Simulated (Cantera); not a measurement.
Input: 1 mol N2O, 0.037 mol SO2, 24 mol N2, equilibrated at 852 °C and 69000 Pa.

Cantera equilibrium calculation (NASA polynomials, part measured and part estimated; ideal gas, pure solids and liquids). Candidate condensed phases: S; 17 gas species. The numbers say what is thermodynamically allowed, not how fast it happens.

Base state: N2 0.979, O2 0.0195, SO2 0.00137, SO3 7.82e-5, NO 3.61e-5 (mole fractions); condensed: gas only.

Problem. What changes in the equilibrium state with this change: temperature from 852 °C to 2077 °C?

Solution. 
| species | before | after |
|---|---|---|
| N2 | 0.979 | 0.976 |
| O2 | 0.0195 | 0.0164 |
| NO | 3.61e-5 | 0.00540 |
| O | <1e-9 | 0.00102 |
| SO | <1e-9 | 2.95e-5 |
| SO3 | 7.82e-5 | 3.69e-7 |
| SO2 | 0.00137 | 0.00142 |
